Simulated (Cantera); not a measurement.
# Ignition delay

Mixture: 7.48 % CH4, 19.4 % O2, 73.1 % N2, equivalence ratio 0.77, at 5.40 bar, adiabatic and at constant volume. Ignition delay is the time to a rise of 400 K.

Cantera simulation using GRI-Mech 3.0 (53 species, 325 reactions); the numbers are that mechanism's predictions, not measurements.

| T0 (K) | delay (ms) |
|---|---|
| 1050 | 64.2 |
| 1100 | 30.3 |
| 1150 | 15.1 |
| 1200 | 7.76 |
| 1250 | 4.13 |
| 1300 | 2.26 |

| Property | Result |
|---|---|
| apparent activation energy between 1200 and 1300 K | 160 kJ/mol |
